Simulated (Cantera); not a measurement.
Cantera run:

```python
import numpy as np
import cantera as ct

gas_names = """
    CL2 ALCL AL2CL6 TiCL3
""".split()
cond_names = """
    AL(cr) AL(L) Ca(a) Ca(b) Ca(L) CaCL2(s) CaCL2(L) Fe(a) Fe(c) Fe(d) Fe(L) FeCL2(s) FeCL2(L) Ti(a)
    Ti(b) Ti(L) TiCL3(s) ALCL3(s) ALCL3(L)
""".split()


# ... load() reads the species with a 1 bar reference pressure and builds the phases ...
species = {s.name: s for s in load("nasa_gas.yaml", gas_names) + load("nasa_condensed.yaml", cond_names)}
# Each term lists the table entries of one substance; the one whose range holds T is used.
reactions = {
    '2 Al + Cl2(g) = 2 AlCl(g)':
        [(-2, ['AL(cr)', 'AL(L)']), (-1, ['CL2']), (2, ['ALCL'])],
    'Ca + Cl2(g) = CaCl2':
        [(-1, ['Ca(a)', 'Ca(b)', 'Ca(L)']), (-1, ['CL2']), (1, ['CaCL2(s)', 'CaCL2(L)'])],
    'Fe + Cl2(g) = FeCl2':
        [(-1, ['Fe(a)', 'Fe(c)', 'Fe(d)', 'Fe(L)']), (-1, ['CL2']), (1, ['FeCL2(s)', 'FeCL2(L)'])],
    '0.6667 Al + Cl2(g) = 0.3333 Al2Cl6(g)':
        [(-0.6666666666666666, ['AL(cr)', 'AL(L)']), (-1, ['CL2']), (0.3333333333333333, ['AL2CL6'])],
    '0.6667 Ti + Cl2(g) = 0.6667 TiCl3(g)':
        [(-0.6666666666666666, ['Ti(a)', 'Ti(b)', 'Ti(L)']), (-1, ['CL2']), (0.6666666666666666, ['TiCL3'])],
    '0.6667 Ti + Cl2(g) = 0.6667 TiCl3':
        [(-0.6666666666666666, ['Ti(a)', 'Ti(b)', 'Ti(L)']), (-1, ['CL2']), (0.6666666666666666, ['TiCL3(s)'])],
    '0.6667 Al + Cl2(g) = 0.6667 AlCl3':
        [(-0.6666666666666666, ['AL(cr)', 'AL(L)']), (-1, ['CL2']), (0.6666666666666666, ['ALCL3(s)', 'ALCL3(L)'])],
}


def pick(names, T):
    return next(species[n] for n in names if species[n].thermo.min_temp <= T <= species[n].thermo.max_temp)


results = []
for label, terms in reactions.items():
    print(label)
    print("     T/K   dH/kJ  dS/(J/K)   dG/kJ   log10 K")
    for T in [300, 373, 398, 423, 448, 473, 498, 523, 548, 573]:
        used = [(nu, pick(names, T)) for nu, names in terms]
        dH = sum(nu * s.thermo.h(T) for nu, s in used) / 1e6
        dS = sum(nu * s.thermo.s(T) for nu, s in used) / 1e3
        dG = dH - T * dS / 1e3
        logK = -dG * 1e6 / (ct.gas_constant * T * np.log(10))
        results.append((label, T, dH, dS, dG, logK, [s.name for _, s in used]))
        print(f"{T:8g} {dH:8.1f} {dS:8.1f} {dG:8.1f} {logK:8.2f}")
```

Output:

```
2 Al + Cl2(g) = 2 AlCl(g)
     T/K   dH/kJ  dS/(J/K)   dG/kJ   log10 K
     300   -103.0    176.2   -155.8    27.13
     373   -104.0    173.1   -168.5    23.60
     398   -104.4    172.1   -172.9    22.69
     423   -104.7    171.2   -177.2    21.88
     448   -105.1    170.3   -181.4    21.15
     473   -105.6    169.4   -185.7    20.50
     498   -106.0    168.5   -189.9    19.92
     523   -106.4    167.7   -194.1    19.38
     548   -106.8    166.8   -198.3    18.90
     573   -107.3    166.0   -202.4    18.45
Ca + Cl2(g) = CaCl2
     T/K   dH/kJ  dS/(J/K)   dG/kJ   log10 K
     300   -795.8   -160.9   -747.5   130.15
     373   -794.8   -158.0   -735.9   103.05
     398   -794.5   -157.2   -731.9    96.06
     423   -794.2   -156.4   -728.0    89.90
     448   -793.8   -155.6   -724.1    84.43
     473   -793.5   -154.9   -720.2    79.54
     498   -793.2   -154.3   -716.4    75.14
     523   -792.9   -153.7   -712.5    71.16
     548   -792.6   -153.1   -708.7    67.55
     573   -792.3   -152.6   -704.9    64.25
Fe + Cl2(g) = FeCl2
     T/K   dH/kJ  dS/(J/K)   dG/kJ   log10 K
     300   -341.8   -132.3   -302.1    52.60
     373   -340.6   -128.6   -292.6    40.97
     398   -340.1   -127.5   -289.4    37.98
     423   -339.7   -126.5   -286.2    35.34
     448   -339.3   -125.6   -283.1    33.00
     473   -338.9   -124.7   -279.9    30.91
     498   -338.5   -123.9   -276.8    29.03
     523   -338.2   -123.2   -273.7    27.34
     548   -337.8   -122.5   -270.7    25.80
     573   -337.4   -121.8   -267.6    24.39
0.6667 Al + Cl2(g) = 0.3333 Al2Cl6(g)
     T/K   dH/kJ  dS/(J/K)   dG/kJ   log10 K
     300   -431.9    -83.6   -406.8    70.84
     373   -431.7    -82.9   -400.8    56.12
     398   -431.6    -82.7   -398.7    52.32
     423   -431.5    -82.5   -396.6    48.98
     448   -431.4    -82.3   -394.6    46.00
     473   -431.3    -82.1   -392.5    43.35
     498   -431.2    -81.9   -390.5    40.95
     523   -431.1    -81.7   -388.4    38.79
     548   -431.1    -81.5   -386.4    36.83
     573   -431.0    -81.4   -384.3    35.04
0.6667 Ti + Cl2(g) = 0.6667 TiCl3(g)
     T/K   dH/kJ  dS/(J/K)   dG/kJ   log10 K
     300   -359.6    -32.3   -349.9    60.91
     373   -359.7    -32.7   -347.5    48.66
     398   -359.7    -32.7   -346.7    45.50
     423   -359.7    -32.8   -345.8    42.71
     448   -359.7    -32.8   -345.0    40.23
     473   -359.7    -32.8   -344.2    38.01
     498   -359.7    -32.8   -343.4    36.02
     523   -359.7    -32.8   -342.6    34.21
     548   -359.7    -32.8   -341.7    32.57
     573   -359.7    -32.8   -340.9    31.08
0.6667 Ti + Cl2(g) = 0.6667 TiCl3
     T/K   dH/kJ  dS/(J/K)   dG/kJ   log10 K
     300   -481.1   -150.3   -436.1    75.92
     373   -480.2   -147.4   -425.2    59.54
     398   -479.8   -146.5   -421.5    55.32
     423   -479.5   -145.7   -417.9    51.60
     448   -479.2   -145.0   -414.2    48.30
     473   -478.9   -144.3   -410.6    45.34
     498   -478.6   -143.6   -407.0    42.69
     523   -478.2   -143.0   -403.4    40.29
     548   -477.9   -142.4   -399.9    38.11
     573   -477.6   -141.9   -396.3    36.13
0.6667 Al + Cl2(g) = 0.6667 AlCl3
     T/K   dH/kJ  dS/(J/K)   dG/kJ   log10 K
     300   -470.4   -169.0   -419.7    73.07
     373   -469.5   -166.4   -407.5    57.06
     398   -469.2   -165.6   -403.3    52.93
     423   -468.8   -164.7   -399.2    49.29
     448   -468.4   -163.8   -395.1    46.06
     473   -444.4   -112.1   -391.4    43.22
     498   -443.6   -110.5   -388.6    40.76
     523   -442.9   -109.1   -385.8    38.53
     548   -442.1   -107.7   -383.1    36.52
     573   -441.4   -106.4   -380.4    34.68
```

Source: NASA polynomial tables (part measured, part estimated), evaluated in Cantera. Condensed species are held in their standard states even where they would react or evaporate.
